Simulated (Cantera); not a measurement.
**Ammonia decomposition in nitride growth gas**

An isothermal, constant-pressure homogeneous reactor starts with NH3 : H2 = 1 : 16 (molar parts), at 2375 K and 2670 Pa.

Detailed kinetics in Cantera: the gas-phase N/H chemistry of the illustrative SiF4/NH3 mechanism in the Surface Chemkin manual (1991). Walls and surfaces, which speed up NH3 decomposition in real reactors, are not modelled.

```
t (s)       x NH3   x H2     x NH      x N2       x H
--------  -------  -----  -------  --------  --------
0.000100   0.0588  0.941  4.27e-8  2.68e-10  0.000103
0.000278   0.0588  0.941  3.43e-7   1.59e-8  0.000286
0.000774   0.0586  0.940  2.66e-6   8.61e-7  0.000793
0.00215    0.0582  0.939  1.89e-5   4.22e-5   0.00213
0.00599    0.0553  0.939  6.70e-5   0.00120   0.00415
0.0167     0.0435  0.944  7.09e-5   0.00678   0.00483
0.0464     0.0213  0.955  5.84e-5    0.0174   0.00630
0.129     0.00151  0.956  2.59e-5    0.0268    0.0157
0.359     5.30e-6  0.919  1.17e-6    0.0270    0.0537
1.00      2.60e-7  0.893  1.37e-7    0.0267    0.0807
```
x: mole fraction; the columns are a selection and need not sum to one.

Equilibrium at this temperature and pressure: NH3 4.38e-8, H2 0.891, NH 2.40e-8, N2 0.0266, H 0.0821 (gas phase only).
